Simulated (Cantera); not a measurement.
Feed: 1 mol MgCl2, 5.8 mol H2, held at 1750 K and 0.000380 bar.

Cantera equilibrium calculation (NASA polynomials, part measured and part estimated; ideal gas, pure solids and liquids). Candidate condensed phases: Mg, MgCl2; 10 gas species. The tables' values for MgH are old estimates; treat these amounts as uncertain. Rates play no part.

Base state: H2 0.719, HCl 0.133, MgCl2 0.0677, Mg 0.0663, H 0.0101, MgCl 0.00223, Cl 0.00145, MgH 1.43e-5 (mole fractions); condensed: gas only.

Problem. What changes in the equilibrium state with this change: MgCl2 replaced by PbI2?

Solution. 
```
species   before     after
-------  -------  --------
H2         0.719     0.651
I              0     0.222
Pb             0     0.113
HCl        0.133         0
MgCl2     0.0677         0
Mg        0.0663         0
H         0.0101   0.00962
HI             0   0.00437
MgCl     0.00223         0
Cl       0.00145         0
PbI            0  0.000402
```
Further candidate phases: I2, Pb, PbI2.
